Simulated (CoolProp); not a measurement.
Vapour-liquid equilibrium of cyclohexane (1) + toluene (2) at 296.4 K; x and y are mole fractions of (1).

Computed with CoolProp (multi-fluid Helmholtz-energy mixture model, Zhou 2014 and Lemmon 2006; pair parameters Bell 2016).

Question: Give the bubble pressure and the first vapour's composition at x = 0.05, 0.125, 0.35. Is there an azeotrope?

Answer: x = 0.05: 4.141 kPa, y = 0.203; x = 0.125: 5.068 kPa, y = 0.397; x = 0.35: 7.367 kPa, y = 0.679. No azeotrope shows between x = 0.05 and 0.95.

Pair parameters are fitted to limited data, so mixtures are less certain than the pure fluids.
